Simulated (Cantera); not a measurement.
Feed: 1 mol MgCl₂, 0.053 mol O₂, 160 mol H₂.

Equilibrium computed with Cantera from the NASA thermochemical tables; the gas is ideal and each condensed phase is pure. Candidate condensed phases: H₂O, Mg, MgCl₂, MgO, Mg(OH)₂; 22 gas species. Mutual solubility and eutectic melting of coexisting phases are not modelled. Equilibrium is a limit: real reactors are often held back by kinetics, nucleation or transport.

Q: What condenses at these points (T in °C, P in Pa): (775, 100000); (825, 0.56); (825, 18000); (1075, 0.10); (900, 18000); (950, 0.10)?

A: 
```
T (°C)  P in Pa  condensed phases  Mg condensed (%)
------  -------  ----------------  ----------------
775      100000       MgCl₂ + MgO              91.2
825        0.56               MgO              10.6
825       18000               MgO              10.6
1075       0.10          gas only               0.0
900       18000               MgO              10.6
950        0.10               MgO              10.1
```
